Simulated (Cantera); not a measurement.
What does this Cantera script print?

```python
import numpy as np
import cantera as ct

gas_names = [...]  # 123 gases of nasa_gas.yaml made of C, H, O, S
cond_names = """
    C(gr) C6H6(L) C7H8(L) C8H18(L),n-octa H2O(s) H2O(L) H2SO4(L) S(cr1) S(cr2) S(L)
""".split()


# ... load() reads the species with a 1 bar reference pressure and builds the phases ...
atoms = {
    'CS2': {'C': 1, 'S': 2},
    'H2O': {'H': 2, 'O': 1},
    'O2': {'O': 2},
}
top_T = {'C(gr)': 4500}  # K; cautious upper limits of use, not melting points


# ... equilibrate(T, P, feed) seeds the gas with the atoms and calls Mixture.equilibrate('TP', solver="vcs", rtol=1e-11, max_steps=5000) ...
results = []
feed = {'CS2': 1, 'H2O': 0.5, 'O2': 0.68}  # mol
T = 1275  # K
P = 22000000  # Pa
mix = equilibrate(T, P, feed)
results.append((T, P, feed, dict(zip(mix.species_names, mix.species_moles))))
x = sorted(zip(gas.X, gas.species_names), reverse=True)
print(f"T = {T:g} K  P = {P:g} Pa  gas = {mix.phase_moles(0):.4g} mol")
print("   x: " + "  ".join(f"{s} {v:.3e}" for v, s in x if v > 1e-05))
print("   condensed (mol): " + ("  ".join(f"{mix.phase(i).name} {mix.phase_moles(i):.4g}"
      for i in range(1, mix.n_phases) if mix.phase_moles(i) > 1e-12) or "none"))
```

It prints:

```
T = 1275 K  P = 2.2e+07 Pa  gas = 2.165 mol
   x: CO2 3.450e-01  S2 2.905e-01  H2S 1.887e-01  COS 8.617e-02  H2O 4.036e-02  CO 2.565e-02  S2O 5.972e-03  SO2 5.517e-03  CS2 5.118e-03  S8 5.019e-03  H2 1.804e-03  SH 1.296e-04  SO 2.185e-05
   condensed (mol): none
```

Cantera equilibrium calculation (NASA polynomials, part measured and part estimated; ideal gas, pure solids and liquids). The ideal-gas law is rough above about 30 bar. Gases not in the tables: S3 to S7.
